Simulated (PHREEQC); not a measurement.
PHREEQC input (ion-association model, wateq4f.dat):

```
SOLUTION_MASTER_SPECIES
  An  An-  0  An  62.0  # stands for a non-complexing anion
SOLUTION_SPECIES
  An- = An-
    -log_k 0
    -gamma 3.0 0
PHASES
  Fix_H+
    H+ = H+
    -log_k 0
SOLUTION 1
  temp 25
  units mmol/kgw
  pH 7 charge
  Cl 5.4
  Pb 2.7
  Na 5
  An 5
END
SELECTED_OUTPUT 1
  -reset false
  -pH true
  -pe true
  -ionic_strength true
  -water true
  -totals Cl Na Pb
  -molalities Hfo_wOH Hfo_wOH2+ Hfo_wO- Hfo_sOH Hfo_sOH2+ Hfo_sO- Hfo_sOPb+ Hfo_wOPb+
  -saturation_indices Pb(OH)2 Cotunnite Laurionite Halite
USER_PUNCH 1
  -headings sigma psi
  10 PUNCH EDL("sigma", "Hfo"), EDL("psi", "Hfo")
PRINT
  -reset false
USE solution 1
SURFACE 1
  Hfo_wOH 0.0202247 600 9
  Hfo_sOH 0.000505618
EQUILIBRIUM_PHASES 1
  Fix_H+ -4 HAn 10
    -force_equality true
  O2(g) -0.68 10
END
# ... the last block is repeated for the other 16 points of pH, with NaOH or the acid as the point needs
```

Selected output (columns that matter, 10 of 17 rows; pH added in front):

```
pH	mu	Cl	Na	Pb	m_Hfo_wOH	m_Hfo_wOH2+	m_Hfo_wO-	m_Hfo_sOH	m_Hfo_sOH2+	si_Pb(OH)2	si_Cotunnite	si_Halite	sigma	psi
4	0.017716	0.0054	0.005	0.0020514	0.0067747	0.013224	7.9507e-05	1.0411e-06	2.0322e-06	-3.1173	-2.8861	-6.2841	0.24651	0.17744
5	0.0099054	0.0054	0.005	0.00052175	0.012488	0.0054031	0.00066116	1.6851e-07	7.291e-08	-1.6695	-3.3857	-6.2454	0.12366	0.15699
6	0.0087906	0.0053998	0.0071277	1.5291e-05	0.013823	0.0023886	0.0018327	1.4321e-07	2.4745e-08	-1.2001	-4.9015	-6.0818	0.057906	0.12142
6.5	0.0093398	0.0053997	0.0082728	2.0896e-06	0.013811	0.0018223	0.0023979	1.4222e-07	1.8765e-08	-1.08	-5.7835	-6.0193	0.037924	0.098767
7.5	0.010044	0.0053995	0.0096885	4.0655e-08	0.013487	0.0012763	0.0032651	1.3875e-07	1.313e-08	-0.9249	-7.6313	-5.9535	0.012704	0.048152
8.5	0.010444	0.0053995	0.010486	1.9286e-09	0.013167	0.0010392	0.0038219	1.3546e-07	1.0691e-08	-0.8357	-9.5437	-5.9207	-0.0014836	-0.0063421
9.5	0.010935	0.0053994	0.011437	3.9142e-10	0.012692	0.00081669	0.0045189	1.3057e-07	8.4018e-09	-0.7311	-11.441	-5.8849	-0.017917	-0.060251
10	0.011403	0.0053993	0.012295	3.4723e-10	0.012216	0.00066406	0.0051479	1.2567e-07	6.8316e-09	-0.6413	-12.353	-5.8552	-0.031888	-0.085497
11	0.013897	0.005399	0.016266	1.5043e-09	0.0099978	0.00029612	0.0077329	1.0285e-07	3.0464e-09	-0.2906	-14.011	-5.7422	-0.084667	-0.12905
12	0.027557	0.0053984	0.032935	3.0072e-07	0.0045001	3.4389e-05	0.013491	4.6302e-08	3.5383e-10	0.6439	-15.112	-5.4702	-0.19228	-0.1534
```

Along this series the solution becomes supersaturated in solids that the run did not let form, among them Pb(OH)2. Complexes and solids missing from the database can't appear.
